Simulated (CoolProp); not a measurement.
The fluid at 298.15 K and 0.292 MPa expands adiabatically to 0.141 MPa with isentropic efficiency 0.85. The same conditions are run with several fluids, on thermodynamics alone (safety and materials aside).

The numbers come from the reference Helmholtz-energy equation of state of each fluid (chlorine: Thol 2021; nitrogen: Span 2000; carbonyl sulfide: Lemmon 2006; propylene: Lemmon 2013; CH3F (R41): Lemmon 2006) in CoolProp.

**Question.** Rank chlorine, nitrogen, carbonyl sulfide, propylene, CH3F (R41) by work (kJ/kg), highest first.

**Answer.** nitrogen (49.4), CH3F (R41) (40.6), propylene (33.5), carbonyl sulfide (23.0), chlorine (19.1)

```
fluid             final temperature (K)  final density (kg/m³)
----------------  ---------------------  ---------------------
chlorine                          255.0                   4.86
nitrogen                          250.4                   1.90
carbonyl sulfide                  261.8                   3.98
propylene                         273.4                   2.68
CH3F (R41)                        258.7                   2.27
```
